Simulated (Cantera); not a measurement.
Mixture: 4.64 % CH₃OH, 20.0 % O₂, 71.0 % N₂, 4.36 % H₂O, equivalence ratio 0.35, at 110000 Pa, adiabatic and at constant volume. Ignition delay is the time to a rise of 400 K.

Detailed kinetics in Cantera: GRI-Mech 3.0 (53 species, 325 reactions). GRI-Mech 3.0 was tuned for natural gas; its chemistry of methanol as a main component is partial and can be far from experiment.

Question: Predict: delay at 1075 K; delay at 1175 K; delay at 1275 K; delay at 1375 K; apparent activation energy between 1325 and 1425 K.

Answer: 
```
Item                                                    Result
--------------------------------------------------  ----------
delay at 1075 K                                        95.5 ms
delay at 1175 K                                        14.2 ms
delay at 1275 K                                        2.94 ms
delay at 1375 K                                       0.811 ms
apparent activation energy between 1325 and 1425 K  180 kJ/mol
```
